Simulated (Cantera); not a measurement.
A closed system holds: 1 mol Fe2O3, 3.2 mol Cl2, 0.16 mol O2, at 0.140 bar.

Equilibrium computed with Cantera from the NASA thermochemical tables; the gas is ideal and each condensed phase is pure. Candidate condensed phases: Fe, FeCl2, FeCl3, FeO, Fe2O3, Fe3O4; 13 gas species. Condensed phases not in the tables: FeOCl. Kinetics and transport are ignored.

x: gas mole fraction; n: condensed amount in mol.

| T (°C) | x Cl2 | x O2 | x FeCl3 | x FeCl2 | x Cl | x Fe2Cl6 | x Fe2Cl4 | n Fe2O3(s) |
|---|---|---|---|---|---|---|---|---|
| 402 | 0.952 | 0.0476 | 8.78e-6 | 1.40e-10 | 7.88e-7 | 6.70e-8 | <1e-12 | 1.000 |
| 477 | 0.952 | 0.0477 | 0.000134 | 1.55e-8 | 7.07e-6 | 1.27e-6 | <1e-12 | 1.000 |
| 552 | 0.950 | 0.0485 | 0.00120 | 6.97e-7 | 4.28e-5 | 1.33e-5 | … | 0.998 |
| 627 | 0.940 | 0.0528 | 0.00679 | 1.52e-5 | 0.000192 | 7.89e-5 | … | 0.988 |
| 702 | 0.908 | 0.0662 | 0.0246 | 0.000175 | 0.000674 | 0.000253 | … | 0.957 |
| 777 | 0.842 | 0.0938 | 0.0606 | 0.00118 | 0.00194 | 0.000464 | … | 0.893 |
| 852 | 0.740 | 0.136 | 0.113 | 0.00547 | 0.00472 | 0.000579 | … | 0.792 |
| 927 | 0.611 | 0.188 | 0.171 | 0.0191 | 0.00987 | 0.000544 | … | 0.657 |
| 1002 | 0.468 | 0.245 | 0.216 | 0.0525 | 0.0181 | 0.000397 | … | 0.496 |
| 1077 | 0.328 | 0.298 | 0.226 | 0.117 | 0.0292 | 0.000220 | … | 0.311 |
| 1152 | 0.207 | 0.343 | 0.195 | 0.213 | 0.0418 | 8.86e-5 | … | 0.109 |

Q: Complete the blanks.

A: 
- 552, x Fe2Cl4: 3.03e-11
- 627, x Fe2Cl4: 2.50e-9
- 702, x Fe2Cl4: 7.55e-8
- 777, x Fe2Cl4: 9.86e-7
- 852, x Fe2Cl4: 7.11e-6
- 927, x Fe2Cl4: 3.34e-5
- 1002, x Fe2Cl4: 0.000111
- 1077, x Fe2Cl4: 0.000264
- 1152, x Fe2Cl4: 0.000451
